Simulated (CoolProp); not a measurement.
A closed Brayton cycle with carbon dioxide: compressor inlet 313.15 K and 9.3 MPa, high pressure 29.7 MPa, turbine inlet 835 K, compressor efficiency 0.85, turbine efficiency 0.93, recuperator effectiveness 0.9 (on enthalpy, no pinch check). Each further row changes one setting.

Model: reference Helmholtz-energy equation of state, Span 1996, in CoolProp.

```tsv
case	thermal efficiency (%)	net work (kJ/kg)	compressor to turbine work	compressor exit (K)	turbine exit (K)
as stated	37.6	121	0.23	360.4	691.1
turbine inlet 785 K	36.0	…	0.25	360.4	646.2
compressor inlet 323.15 K	36.0	…	0.35	…	691.1
high pressure 25.2 MPa	36.0	108	…	…	710.8
recuperator effectiveness 0.5	25.2	121	0.23	360.4	691.1
```

### Question
Fill in the missing entries.

### Answer

- turbine inlet 785 K, net work (kJ/kg): 110
- compressor inlet 323.15 K, net work (kJ/kg): 103
- compressor inlet 323.15 K, compressor exit (K): 407.4
- high pressure 25.2 MPa, compressor to turbine work: 0.21
- high pressure 25.2 MPa, compressor exit (K): 352.9
